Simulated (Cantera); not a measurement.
Gas mixture: 100 % N₂O, at 100.0 Torr, frozen composition.

Cantera's kinetic-theory transport with the Lennard-Jones parameters of GRI-Mech 3.0, ideal gas; thermal conductivity in the multicomponent form. The composition is frozen, though it would react at the higher temperatures.

One state of this run: ρ (kg/m³) = 0.0784; cp (J/kg/K) = 1227; μ (µPa s) = 37.1; λ (mW/m/K) = 61.4; Pr = 0.741; D (cm²/s) O = 12.9; D (cm²/s) H = 52.6; D (cm²/s) C₂H₂ = 6.82. D: mixture-averaged diffusion coefficient of that species in the mixture.

Q: Which value of T (K) does it belong to?
(A) 1000
(B) 900
(C) 800
(D) 1200

A: B, 900
